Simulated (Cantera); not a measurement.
**Stirred combustor or abatement burner**

A perfectly stirred reactor is fed with CH4 : H2 : O2 : N2 : H2O = 1 : 0.036 : 1.35 : 5.07 : 0.23 (molar parts), at 518 Torr; it is adiabatic with a 475 K inlet, and is followed from long to short residence time, starting on the burning branch (τ in s: 0.038, 0.016, 0.0069, 0.0029, 0.0012, 0.00053, 0.00023, 9.6e-05, 4.1e-05, 1.7e-05).

Model: GRI-Mech 3.0 (53 species, 325 reactions), integrated in Cantera.

```csv
τ (s),T (K),x CH4,x H2,x O2,x CH2O,x C2H2,x NO
0.038,1984,0.000738,0.0781,0.000371,7.84e-6,0.000231,0.000120
0.016,1979,0.00103,0.0766,0.000717,1.42e-5,0.000418,0.000114
0.0069,1971,0.00138,0.0749,0.00135,2.49e-5,0.000653,9.94e-5
0.0029,1954,0.00194,0.0726,0.00263,4.47e-5,0.000965,7.48e-5
0.0012,1920,0.00314,0.0693,0.00567,8.55e-5,0.00139,4.34e-5
0.00053,475,0.130,0.00468,0.176,<1e-12,<1e-12,<1e-12
0.00023,475,0.130,0.00468,0.176,<1e-12,<1e-12,<1e-12
9.6e-5,475,0.130,0.00468,0.176,<1e-12,<1e-12,<1e-12
4.1e-5,475,0.130,0.00468,0.176,<1e-12,<1e-12,<1e-12
1.7e-5,475,0.130,0.00468,0.176,<1e-12,<1e-12,<1e-12
```
x: mole fraction; the columns are a selection and need not sum to one.
